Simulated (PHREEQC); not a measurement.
**Acid rinse or clean: an equilibrium model**

Consider water at 88 °C with 32 mmol/kgw HNO3, 97 mmol/kgw AlCl3 and 5.9 mmol/kgw MgCl2. Closed to the air; pH follows from the charge balance.

Equilibrium calculation in PHREEQC: ion-association model, phreeqc.dat.

This is a speciation only: nothing precipitates in the calculation.

### Question
Predict the pH, activity of water.

### Answer
pH 1.62; activity of water 0.992.

Complexes and solids missing from the database can't appear. At this temperature some constants are extrapolated from 25 °C, and those without enthalpy data are left unchanged.
